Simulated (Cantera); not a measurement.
Input (Python, Cantera) and output of one run.

```python
import numpy as np
import cantera as ct

gas_names = """
    B BCL BCL2 BCL3 BH BH2 BH3 B2 CL CL2 H HCL H2
""".split()
cond_names = """
    B(b) B(L)
""".split()


# ... load() reads the species with a 1 bar reference pressure and builds the phases ...
atoms = {
    'BCl3': {'B': 1, 'CL': 3},
    'H2': {'H': 2},
}
top_T = {}  # K; cautious upper limits of use, not melting points


# ... equilibrate(T, P, feed) seeds the gas with the atoms and calls Mixture.equilibrate('TP', solver="vcs", rtol=1e-11, max_steps=5000) ...
results = []
T = 1598.15  # K
P = 100000  # Pa
for m in [1.8, 4.7, 7.7, 11, 14, 17, 19, 22, 25, 28, 31, 34]:
    feed = {'BCl3': 1, 'H2': m}  # mol
    mix = equilibrate(T, P, feed)
    results.append((T, P, feed, dict(zip(mix.species_names, mix.species_moles))))

top = {s: max(r[3][s] / sum(r[3][g] for g in gas_names) for r in results) for s in gas_names}
cols = sorted((s for s in top if top[s] > 1e-05), key=lambda s: -top[s])[:9]
seen = [c for c in cond_names if any(r[3].get(c, 0) > 1e-12 for r in results)]
print("log10 of partial pressures in bar; condensed amounts in mol")
print(f"{'n(H2)':>10s}" + "".join(f"{s[:9]:>10s}" for s in cols + seen))
for T, P, feed, n in results:
    ng = sum(n[g] for g in gas_names)
    print(f"{feed['H2']:10.4g}" + "".join(f"{np.log10(max(n[s] / ng * P / 1e5, 1e-99)):10.3f}" for s in cols)
          + "".join(f"{n.get(c, 0):10.4g}" for c in seen))
```

It prints:

```
log10 of partial pressures in bar; condensed amounts in mol
     n(H2)        H2       HCL      BCL3      BCL2       BCL         H       BH2        CL      B(b)
       1.8    -0.353    -0.486    -0.644    -2.655    -3.452    -4.450    -4.944    -4.685    0.3197
       4.7    -0.187    -0.563    -1.123    -2.974    -3.611    -4.367    -4.779    -4.844    0.5417
       7.7    -0.132    -0.647    -1.457    -3.197    -3.723    -4.339    -4.723    -4.956    0.6769
        11    -0.100    -0.727    -1.747    -3.390    -3.819    -4.323    -4.692    -5.052    0.7707
        14    -0.082    -0.792    -1.967    -3.537    -3.893    -4.314    -4.674    -5.126    0.8268
        17    -0.070    -0.850    -2.159    -3.665    -3.957    -4.308    -4.661    -5.190    0.8656
        19    -0.063    -0.885    -2.275    -3.742    -3.995    -4.305    -4.655    -5.228     0.885
        22    -0.056    -0.934    -2.433    -3.848    -4.048    -4.301    -4.647    -5.281    0.9073
        25    -0.050    -0.979    -2.576    -3.943    -4.096    -4.298    -4.641    -5.329    0.9238
        28    -0.045    -1.019    -2.706    -4.030    -4.139    -4.296    -4.636    -5.372    0.9362
        31    -0.041    -1.057    -2.826    -4.109    -4.179    -4.293    -4.632    -5.412    0.9458
        34    -0.037    -1.092    -2.936    -4.183    -4.215    -4.292    -4.629    -5.448    0.9532
```

These are equilibrium values from Cantera (NASA tables, ideal gas, pure condensed phases), not measurements of a reactor. The tables' values for BCl2, BCl, BH2 are old estimates; treat these amounts as uncertain. Gases not in the tables: BHCl2.
